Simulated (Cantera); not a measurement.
A closed system holds: 1 mol MgO, 49 mol HF, 11 mol O₂, at 1723.15 K and 0.310 bar.

Method: chemical equilibrium by Gibbs-energy minimisation in Cantera with the NASA 1993 tables (ideal gas, pure condensed phases). Candidate condensed phases: H₂O, Mg, MgF₂, MgO, Mg(OH)₂; 31 gas species. Rates play no part.

Base state: HF 0.793, O₂ 0.185, H₂O 0.0168, MgF₂ 0.00489, OH 0.000226, O 4.40e-5, F 2.17e-5 (mole fractions); condensed: MgF₂(l).

### Question
What changes in the equilibrium state with this change: temperature from 1723.15 K to 725 K?

### Answer
```csv
species,before,after
HF,0.793,0.797
O₂,0.185,0.186
H₂O,0.0168,0.0169
MgF₂,0.00489,<1e-9
OH,0.000226,<1e-9
O,4.40e-5,<1e-9
F,2.17e-5,<1e-9
H₂F₂,1.92e-6,2.97e-5
"MgF₂(l), mol",0.710,0
"MgF₂(s), mol",0,1.00
```

### Question
What changes in the equilibrium state with this change: pressure from 0.310 bar to 0.00133 bar?

### Answer
```csv
species,before,after
HF,0.793,0.783
O₂,0.185,0.183
MgF₂,0.00489,0.0167
H₂O,0.0168,0.0162
H,4.38e-7,2.58e-5
O,4.40e-5,0.000667
H₂,1.78e-6,2.65e-5
F,2.17e-5,8.48e-5
"MgF₂(l), mol",0.710,0
```
